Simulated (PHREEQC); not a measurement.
Dissolve 0.0025 mol/kgw PbCl2 at 25 °C and 10 atm. Closed to the air; pH follows from the charge balance.

Computed with PHREEQC (ion-association model, phreeqc.dat).

Precipitation was switched off in this run.

Question: Order these Pb species by the share of Pb that they hold, largest first: PbCl+, PbOH+, Pb+2.

Answer: Pb+2 (88 %), PbCl+ (12 %), PbOH+ (0.23 %)

The pH is 5.24 and the ionic strength 0.00691 mol/kgw. Complexes and solids missing from the database can't appear.
